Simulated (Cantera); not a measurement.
Charge: 1 mol PbO, 1.1 mol C, 0.93 mol N2, held at 725 °C and 7.80 bar.

Cantera equilibrium calculation (NASA polynomials, part measured and part estimated; ideal gas, pure solids and liquids). Candidate condensed phases: C, Pb, PbO, PbO2, Pb3O4; 27 gas species. Kinetics and transport are ignored.

Base state: N2 0.581, CO 0.212, CO2 0.207 (mole fractions); condensed: C(graphite) + Pb(l).

### Question
What changes in the equilibrium state with this change: temperature from 725 °C to 802 °C?

### Answer
| species | before | after |
|---|---|---|
| N2 | 0.581 | 0.540 |
| CO | 0.212 | 0.338 |
| CO2 | 0.207 | 0.121 |
| C(graphite), mol | 0.431 | 0.309 |
| Pb(l), mol | 1.000 | 1.000 |

### Question
What changes in the equilibrium state with this change: pressure from 7.80 bar to 0.100 bar?

### Answer
| species | before | after |
|---|---|---|
| CO | 0.212 | 0.496 |
| N2 | 0.581 | 0.489 |
| CO2 | 0.207 | 0.0146 |
| Pb | 1.99e-6 | 0.000155 |
| C(graphite), mol | 0.431 | 0.128 |
| Pb(l), mol | 1.000 | 1.000 |
